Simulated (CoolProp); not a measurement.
n-dodecane along the isobar 5150 kPa: density (kg/m³) from the reference equation and from simpler models built on Tc = 658.1 K, pc = 1818 kPa, ω = 0.574; each cubic takes its own stable root.

The numbers come from the reference Helmholtz-energy equation of state, Lemmon 2004 in CoolProp. It is a short technical equation, of lower accuracy than the large ones.

```json
[
 {"T (K)": "540.5", "phase": "liquid", "reference": "562.6", "van der Waals": "325.2", "Redlich-Kwong": "?", "Soave-Redlich-Kwong": "471.5", "Peng-Robinson": "531.1"},
 {"T (K)": "550.4", "phase": "liquid", "reference": "553.4", "van der Waals": "322.1", "Redlich-Kwong": "?", "Soave-Redlich-Kwong": "463.8", "Peng-Robinson": "522.2"},
 {"T (K)": "560.3", "phase": "liquid", "reference": "543.9", "van der Waals": "318.8", "Redlich-Kwong": "430.3", "Soave-Redlich-Kwong": "455.6", "Peng-Robinson": "513.0"},
 {"T (K)": "570.3", "phase": "liquid", "reference": "?", "van der Waals": "?", "Redlich-Kwong": "423.3", "Soave-Redlich-Kwong": "447.1", "Peng-Robinson": "503.2"},
 {"T (K)": "580.2", "phase": "liquid", "reference": "524.0", "van der Waals": "312.2", "Redlich-Kwong": "416.2", "Soave-Redlich-Kwong": "438.3", "Peng-Robinson": "493.0"},
 {"T (K)": "590.2", "phase": "liquid", "reference": "513.6", "van der Waals": "308.8", "Redlich-Kwong": "?", "Soave-Redlich-Kwong": "429.0", "Peng-Robinson": "482.3"},
 {"T (K)": "600.1", "phase": "liquid", "reference": "502.9", "van der Waals": "305.3", "Redlich-Kwong": "401.4", "Soave-Redlich-Kwong": "419.5", "Peng-Robinson": "?"},
 {"T (K)": "610.1", "phase": "liquid", "reference": "491.7", "van der Waals": "301.8", "Redlich-Kwong": "?", "Soave-Redlich-Kwong": "409.4", "Peng-Robinson": "459.5"},
 {"T (K)": "620", "phase": "liquid", "reference": "480.2", "van der Waals": "298.2", "Redlich-Kwong": "386.0", "Soave-Redlich-Kwong": "?", "Peng-Robinson": "447.3"}
]
```

Problem. Fill in the missing entries.

Solution. 
- 540.5, Redlich-Kwong: 443.9
- 550.4, Redlich-Kwong: 437.2
- 570.3, reference: 534.1
- 570.3, van der Waals: 315.5
- 590.2, Redlich-Kwong: 408.8
- 600.1, Peng-Robinson: 471.2
- 610.1, Redlich-Kwong: 393.7
- 620, Soave-Redlich-Kwong: 399.0
